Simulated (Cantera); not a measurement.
## Moist CO burnout

A perfectly stirred reactor is fed with CO : O₂ : H₂O : N₂ = 0.0095 : 0.0033 : 0.00033 : 1 (molar parts), equivalence ratio 1.4, at 10.0 bar; it is held at 1425 K, and followed from long to short residence time.

Model: GRI-Mech 3.0 (53 species, 325 reactions), integrated in Cantera.

| τ (s) | x CO | x O₂ | x H₂O | x H₂ | x N₂O | x H₂O₂ | x NO |
|---|---|---|---|---|---|---|---|
| 2.8 | 0.00283 | 4.01e-6 | 0.000275 | 4.91e-5 | 3.72e-8 | 1.82e-11 | 7.07e-7 |
| 1.4 | 0.00283 | 6.01e-6 | 0.000274 | 4.80e-5 | 5.68e-8 | 3.46e-11 | 9.33e-7 |
| 0.65 | 0.00284 | 9.60e-6 | 0.000274 | 4.63e-5 | 9.01e-8 | 7.04e-11 | 1.27e-6 |
| 0.31 | 0.00286 | 1.55e-5 | 0.000274 | 4.40e-5 | 1.40e-7 | 1.39e-10 | 1.70e-6 |
| 0.15 | 0.00288 | 2.58e-5 | 0.000275 | 4.10e-5 | 2.18e-7 | 2.66e-10 | 2.25e-6 |
| 0.071 | 0.00293 | 4.61e-5 | 0.000276 | 3.70e-5 | 3.50e-7 | 5.12e-10 | 2.91e-6 |
| 0.034 | 0.00302 | 8.76e-5 | 0.000277 | 3.20e-5 | 5.75e-7 | 9.50e-10 | 3.52e-6 |
| 0.016 | 0.00323 | 0.000186 | 0.000281 | 2.62e-5 | 9.97e-7 | 1.73e-9 | 3.81e-6 |
| 0.0078 | 0.00371 | 0.000414 | 0.000287 | 2.09e-5 | 1.71e-6 | 2.94e-9 | 3.42e-6 |
x: mole fraction; the columns are a selection and need not sum to one.
